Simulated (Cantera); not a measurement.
A jet of 1.27 % CH4, 7.61 % O2, 91.1 % N2, equivalence ratio 0.33 at 300 K and 0.0503 atm hits a platinum plate 3.2 cm away at a mass flux of 0.17 kg/m²/s; the plate temperature is set and raised in steps from an oxygen-covered start.

Detailed kinetics in Cantera: Deutschmann's 1995 Pt surface mechanism with GRI-Mech 3.0 gas chemistry. Catalytic surfaces can have several steady states; this one follows from the mechanism file's or the stated starting coverage.

x: mole fraction at the wall; θ: surface coverage.

```csv
plate T (K),wall x CH4,wall x O2,wall x H2O,wall x OH,wall x CO,wall x CO2,θ free Pt,θ O*
950,0.00896,0.0682,0.00692,5.47e-8,5.38e-6,?,0.326,0.674
1000,0.00770,0.0656,0.00923,1.57e-7,6.32e-6,?,0.400,0.599
1050,0.00659,0.0632,0.0113,3.90e-7,7.30e-6,?,0.473,0.526
1100,0.00568,0.0613,0.0129,8.76e-7,8.42e-6,?,0.543,0.456
1150,0.00495,0.0597,0.0142,1.79e-6,9.79e-6,?,0.609,0.391
```

Fill in the missing entries.


- 950, wall x CO2: 0.00455
- 1000, wall x CO2: 0.00609
- 1050, wall x CO2: 0.00743
- 1100, wall x CO2: 0.00853
- 1150, wall x CO2: 0.00941
